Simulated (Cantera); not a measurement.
Ammonia decomposition in nitride growth gas

An isothermal, constant-pressure homogeneous reactor starts with 9.09 % NH3, 90.9 % H2, at 1973 K and 1350 Torr.

Computed with Cantera and the gas-phase N/H chemistry of the illustrative SiF4/NH3 mechanism in the Surface Chemkin manual (1991). Walls and surfaces, which speed up NH3 decomposition in real reactors, are not modelled.

```json
[
 {"t (s)": "3.00e-5", "x NH3": "0.0909", "x H2": "0.909", "x N": "3.68e-10", "x N2": "8.80e-9", "x N2H4": "3.61e-10", "x NH": "4.60e-8"},
 {"t (s)": "0.000214", "x NH3": "0.0907", "x H2": "0.909", "x N": "9.20e-8", "x N2": "1.34e-5", "x N2H4": "1.43e-8", "x NH": "1.82e-6"},
 {"t (s)": "0.00152", "x NH3": "0.0888", "x H2": "0.909", "x N": "3.65e-7", "x N2": "0.000858", "x N2H4": "3.49e-8", "x NH": "4.53e-6"},
 {"t (s)": "0.0109", "x NH3": "0.0760", "x H2": "0.916", "x N": "3.47e-7", "x N2": "0.00672", "x N2H4": "2.74e-8", "x NH": "4.16e-6"},
 {"t (s)": "0.0775", "x NH3": "0.0322", "x H2": "0.940", "x N": "2.41e-7", "x N2": "0.0269", "x N2H4": "6.76e-9", "x NH": "2.44e-6"},
 {"t (s)": "0.552", "x NH3": "0.00406", "x H2": "0.955", "x N": "4.99e-8", "x N2": "0.0398", "x N2H4": "1.48e-10", "x NH": "4.28e-7"},
 {"t (s)": "3.94", "x NH3": "0.000503", "x H2": "0.957", "x N": "6.42e-9", "x N2": "0.0414", "x N2H4": "2.33e-12", "x NH": "5.44e-8"},
 {"t (s)": "28.1", "x NH3": "6.95e-5", "x H2": "0.957", "x N": "8.87e-10", "x N2": "0.0416", "x N2H4": "<1e-12", "x NH": "7.51e-9"},
 {"t (s)": "200", "x NH3": "1.14e-5", "x H2": "0.957", "x N": "1.46e-10", "x N2": "0.0416", "x N2H4": "<1e-12", "x NH": "1.23e-9"}
]
```
x: mole fraction; the columns are a selection and need not sum to one.

Equilibrium at this temperature and pressure: NH3 7.21e-6, H2 0.957, N 9.21e-11, N2 0.0416, N2H4 <1e-12, NH 7.79e-10 (gas phase only).
